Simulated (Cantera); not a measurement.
# Ignition delay

Mixture: H₂ : O₂ : N₂ = 0.67 : 0.515 : 3.09 (molar parts), equivalence ratio 0.65, at 1.18 atm, adiabatic and at constant pressure. Ignition delay is the time to a rise of 400 K.

Model: the H2/O2 subset of GRI-Mech 3.0, which has no nitrogen chemistry, integrated in Cantera. Where the delays flatten at high temperature, the 400 K rule measures the pace of heat release, not the induction time.

```csv
T0 (K),delay (ms)
1150,0.0786
1200,0.0598
1250,0.0483
1300,0.0408
1350,0.0358
1400,0.0326
1450,0.0306
```
